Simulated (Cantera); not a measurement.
A perfectly stirred reactor is fed with CH4 : CO2 = 1 : 2 (molar parts), at 1.00 bar; it is held at 2125 K, and followed from long to short residence time.

Model: GRI-Mech 3.0 (53 species, 325 reactions), integrated in Cantera.

**Question.** What does this change do: temperature 2125 to 1950 K?

**Answer.** 
| quantity | before | after |
|---|---|---|
| x(CH4) at τ = 1.20 s | 0.000180 | 0.00180 |
| x(CO2) at τ = 1.20 s | 0.0590 | 0.0656 |
| x(O2) at τ = 1.20 s | 1.31e-7 | 9.99e-9 |
| x(C2H) at τ = 1.20 s | 1.97e-9 | 2.53e-8 |
| x(H2) at τ = 1.20 s | 0.257 | 0.258 |
| x(CH4) at τ = 19.0 ms | 0.00569 | 0.0181 |
| x(CO2) at τ = 19.0 ms | 0.0744 | 0.138 |
| x(O2) at τ = 19.0 ms | 1.33e-7 | 1.51e-8 |
| x(C2H) at τ = 19.0 ms | 1.67e-6 | 1.70e-6 |
| x(H2) at τ = 19.0 ms | 0.233 | 0.175 |
